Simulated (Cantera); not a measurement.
Cantera with NASA thermochemical tables; ideal gases at 1 bar, condensed phases pure. Values are per mole of reaction as written; species without (g) are pure solids or liquids, kept so even where they would boil at 1 bar.

2 BCl3(g) + NF3(g) → BN + 6 Cl(g) + BF3(g), with ΔH° = 278.9 kJ and ΔS° = 419.3 J/K at 300 K.

Task: How far is the shortcut ΔG° ≈ ΔH°(300 K) − T·ΔS°(300 K) from the full temperature-dependent value at 2150, 2250, 2350, 2450, 2550, 2650, 2750 K?

Result: 
```json
[
 {"T (K)": "2150", "shortcut (kJ)": "-622.5", "full (kJ)": "-661.8", "difference (kJ)": "39.3", "difference in log10 K": "-0.95"},
 {"T (K)": "2250", "shortcut (kJ)": "-664.5", "full (kJ)": "-706.7", "difference (kJ)": "42.2", "difference in log10 K": "-0.98"},
 {"T (K)": "2350", "shortcut (kJ)": "-706.4", "full (kJ)": "-751.6", "difference (kJ)": "45.2", "difference in log10 K": "-1.00"},
 {"T (K)": "2450", "shortcut (kJ)": "-748.3", "full (kJ)": "-796.5", "difference (kJ)": "48.2", "difference in log10 K": "-1.03"},
 {"T (K)": "2550", "shortcut (kJ)": "-790.2", "full (kJ)": "-841.5", "difference (kJ)": "51.2", "difference in log10 K": "-1.05"},
 {"T (K)": "2650", "shortcut (kJ)": "-832.2", "full (kJ)": "-886.4", "difference (kJ)": "54.3", "difference in log10 K": "-1.07"},
 {"T (K)": "2750", "shortcut (kJ)": "-874.1", "full (kJ)": "-931.4", "difference (kJ)": "57.3", "difference in log10 K": "-1.09"}
]
```
The shortcut ignores the heat-capacity change of the reaction.
